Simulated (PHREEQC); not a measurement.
2 g of hydrous ferric oxide (600 m²/g; 0.2 weak and 0.005 strong sites per Fe, Dzombak-Morel constants, diffuse double layer) in 1 kg of water with 0.3 mol/kgw of an inert sodium salt and 2e-05 mol CuSO4, at 25 °C; the pH is set by adding NaOH or the inert anion's acid. O2 is buffered at 0.21 atm. CO2 from the air is kept out. Nothing may precipitate in this run.

The series has 17 steps of pH, from 4 to 10.

All values are PHREEQC results (ion-association model, wateq4f.dat), not measurements.

### Question
Near which pH is half of the S sorbed, and on which side is more sorbed?

### Answer
Near pH 6.3, with more sorbed at lower pH.

### Question
Near which pH is half of the Cu sorbed, and on which side is more sorbed?

### Answer
Near pH 4.5, with more sorbed at higher pH.

The database's constant for dissolved Cu(OH)2 is higher than later reviews accept.
